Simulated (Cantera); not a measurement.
Charge: 1 mol CH3SiH3, 2.4 mol HCl, 1.1 mol H2, 0.023 mol C2H2, equilibrated at 1975 °C and 840 Pa.

Cantera equilibrium calculation (NASA polynomials, part measured and part estimated; ideal gas, pure solids and liquids). Candidate condensed phases: C, C6H6, C7H8, C8H18, Si, SiC; 109 gas species. The feed counts by its element totals alone. The tables' values for SiCl, SiCl3 are old estimates; treat these amounts as uncertain. Gases not in the tables: Si2H6 and higher silanes. Kinetics and transport are ignored.

Base state: H2 0.604, HCl 0.270, H 0.0623, SiCl2 0.0275, Cl 0.0202, Si 0.00857, SiCl 0.00280, C2H2 (acetylene) 0.00200 (mole fractions); condensed: C(graphite) + SiC(s).

### Question
What changes in the equilibrium state with this change: H2 from 1.1 to 3.6 mol?

### Answer
```json
[
 {"species": "H2", "before": "0.604", "after": "0.683"},
 {"species": "HCl", "before": "0.270", "after": "0.207"},
 {"species": "H", "before": "0.0623", "after": "0.0663"},
 {"species": "SiCl2", "before": "0.0275", "after": "0.0143"},
 {"species": "Cl", "before": "0.0202", "after": "0.0145"},
 {"species": "SiCl3", "before": "9.31e-5", "after": "3.48e-5"},
 {"species": "SiCl", "before": "0.00280", "after": "0.00202"},
 {"species": "SiH2", "before": "2.78e-5", "after": "3.14e-5"},
 {"species": "C2H2 (acetylene)", "before": "0.00200", "after": "0.00226"},
 {"species": "SiH", "before": "0.000247", "after": "0.000262"},
 {"species": "C(graphite), mol", "before": "0.286", "after": "0.239"},
 {"species": "SiC(s), mol", "before": "0.714", "after": "0.739"}
]
```
